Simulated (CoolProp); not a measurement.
Properties of toluene along the isobar 3560 kPa.

The numbers come from the reference Helmholtz-energy equation of state, Lemmon 2006 in CoolProp. It is a short technical equation, of lower accuracy than the large ones.

| T (K) | phase | density (kg/m³) | cv (kJ/(kg K)) | expansivity (1/kK) | viscosity (µPa s) |
|---|---|---|---|---|---|
| 263.1 | liquid | 896.9 | 1.166 | 1.016 | 927 |
| 280.6 | liquid | 881.0 | 1.213 | 1.035 | 713 |
| 298.1 | liquid | 865.0 | 1.264 | 1.059 | 569 |
| 315.6 | liquid | 848.9 | 1.317 | 1.088 | 467 |
| 333.1 | liquid | 832.6 | 1.371 | 1.124 | 391 |
| 350.6 | liquid | 816.1 | 1.426 | 1.166 | 334 |
| 368.1 | liquid | 799.3 | 1.482 | 1.216 | 289 |
| 385.6 | liquid | 782.1 | 1.537 | 1.276 | 254 |
| 403.1 | liquid | 764.3 | 1.592 | 1.348 | 224 |
| 420.6 | liquid | 746.0 | 1.647 | 1.435 | 200 |
| 438.1 | liquid | 726.8 | 1.700 | 1.541 | 179 |
| 455.6 | liquid | 706.7 | 1.754 | 1.674 | 160 |
| 473.1 | liquid | 685.3 | 1.806 | 1.845 | 144 |

Viscosity comes from a separate model (Avgeri 2015).
